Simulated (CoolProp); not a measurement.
A simple Rankine cycle with n-heptane: condensing at 328.15 K, boiler at 0.966 MPa, turbine inlet 477.3 K, turbine efficiency 0.9, pump efficiency 0.8, no recuperator. Each further row changes one setting.

The numbers come from the reference Helmholtz-energy equation of state, Span 2003 in CoolProp. It is a short technical equation, of lower accuracy than the large ones.

```json
[
 {"case": "as stated", "thermal efficiency (%)": "17.9", "net work (kJ/kg)": "112", "heat in (kJ/kg)": "626", "turbine exit temperature (K)": "412.5", "volume ratio over the turbine": "47.4"},
 {"case": "turbine inlet 497.3 K", "thermal efficiency (%)": "17.5", "net work (kJ/kg)": "119", "heat in (kJ/kg)": "680", "turbine exit temperature (K)": "434.1", "volume ratio over the turbine": "45.3"},
 {"case": "condensing temperature 320.15 K", "thermal efficiency (%)": "18.9", "net work (kJ/kg)": "122", "heat in (kJ/kg)": "644", "turbine exit temperature (K)": "407.8", "volume ratio over the turbine": "65.1"},
 {"case": "boiler pressure 0.676 MPa", "thermal efficiency (%)": "16.5", "net work (kJ/kg)": "105", "heat in (kJ/kg)": "639", "turbine exit temperature (K)": "421.8", "volume ratio over the turbine": "30.4"},
 {"case": "turbine efficiency 0.8", "thermal efficiency (%)": "15.9", "net work (kJ/kg)": "99.5", "heat in (kJ/kg)": "626", "turbine exit temperature (K)": "418.3", "volume ratio over the turbine": "48.1"}
]
```
